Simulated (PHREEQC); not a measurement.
1 kg of water holding 0.023 mol/kgw NaCl, 0.19 mol/kgw KCl and 0.0064 mol/kgw NaHCO3 is evaporated at 25 °C; the solids stay in contact with the brine. CO2 is held at log p = -3.4 (atm). Solids allowed: Halite, Kalicinite, Nahcolite, Natron, Sylvite, Trona. Others were left out.

The series has 28 steps of water left (kg), from 1 to 0.005063.

The numbers come from PHREEQC with the Pitzer model, pitzer.dat.

Question: Which solids form, in which order, and at which step of the series does each first stand?

Answer: Sylvite from water left = 0.03568 kg (pH 9.60); Halite from water left = 0.005063 kg (pH 9.83); Trona from water left = 0.005063 kg (pH 9.83).

Species that the database lacks are ignored.
